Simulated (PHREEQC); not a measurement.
Dissolve 0.052 mol HF, 0.0048 mol KF and 0.13 mol H2SO4 per kg of water at 77 °C. It is in equilibrium with CO2 at log p = -3.4 (atm). Otherwise closed; pH follows from the charge balance.

All values are PHREEQC results (ion-association model, phreeqc.dat), not measurements.

**Question.** The ionic strength comes out as 0.146 mol/kgw. What activity coefficients do HF2-, KSO4-, HSO4-, SO4-2, H+ get?

**Answer.** HF2- 0.74, KSO4- 0.74, HSO4- 0.74, SO4-2 0.29, H+ 0.79.

Precipitation was switched off in this run. Away from 25 °C the constants follow the database's enthalpies or fits; those with neither stay at their 25 °C values.
